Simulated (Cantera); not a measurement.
A freely propagating, adiabatic, planar premixed flame of H₂ : O₂ : N₂ = 1 : 0.5 : 1.88 (molar parts), unburnt at 550 K and 195 Torr; mixture-averaged transport, grid criteria slope 0.08 and curve 0.16, no radiation.

Cantera simulation using the H2/O2 subset of GRI-Mech 3.0, which has no nitrogen chemistry; the numbers are that mechanism's predictions, not measurements. Burning velocities carry a grid error of a few per cent, more on coarse grids.

**Question.** How do the results move with these cheaper or finer settings: unity-Lewis-number transport; multicomponent transport; multicomponent+Soret transport; grid criteria slope 0.5, curve 1; grid criteria slope 0.25, curve 0.5; grid criteria slope 0.03, curve 0.06?

**Answer.** 
| setting | laminar burning velocity | thermal thickness | peak x(H) | peak x(O) | grid points |
|---|---|---|---|---|---|
| as above | 560 cm/s | 2.64 mm | 0.0783 | 0.0151 | 137 |
| unity-Lewis-number transport | 360 cm/s | 1.95 mm | 0.0836 | 0.0153 | 125 |
| multicomponent transport | 549 cm/s | 2.63 mm | 0.0780 | 0.0150 | 137 |
| multicomponent+Soret transport | 524 cm/s | 2.59 mm | 0.0761 | 0.0149 | 137 |
| grid criteria slope 0.5, curve 1 | 796 cm/s | 4.44 mm | 0.0813 | 0.0149 | 45 |
| grid criteria slope 0.25, curve 0.5 | 600 cm/s | 2.94 mm | 0.0790 | 0.0152 | 74 |
| grid criteria slope 0.03, curve 0.06 | 550 cm/s | 2.58 mm | 0.0779 | 0.0149 | 296 |
The base run took about 1.8 core-seconds (a rough figure).
Unity Lewis numbers drop preferential diffusion, which matters most where H2 and H carry the flame; Soret adds thermal diffusion.
